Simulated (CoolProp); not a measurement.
Saturation properties of carbon dioxide (Tc = 304.1 K, pc = 73.77 bar, ω = 0.224).

Values from CoolProp's reference Helmholtz-energy equation of state, Span 1996.

```tsv
T (K)	p (bar)	vapour density (kg/m³)	enthalpy of vaporisation (kJ/kg)	liquid cp (kJ/(kg K))	liquid viscosity (µPa s)	vapour viscosity (µPa s)
237.1	11.59	30.08	315.2	2.033	181	12.0
240.6	13.09	33.99	308.5	2.055	171	12.2
244	14.69	38.18	301.8	2.080	162	12.4
247.5	16.48	42.94	294.6	2.109	153	12.6
251	18.42	48.20	287.2	2.142	145	12.8
254.5	20.53	54.01	279.4	2.181	137	13.0
257.9	22.74	60.24	271.5	2.225	129	13.3
261.4	25.19	67.35	263.0	2.277	122	13.5
264.9	27.83	75.23	254.1	2.340	115	13.8
268.4	30.67	84.02	244.6	2.414	109	14.1
271.8	33.62	93.55	234.9	2.502	103	14.4
```

Viscosity comes from a separate model (Laesecke 2017).
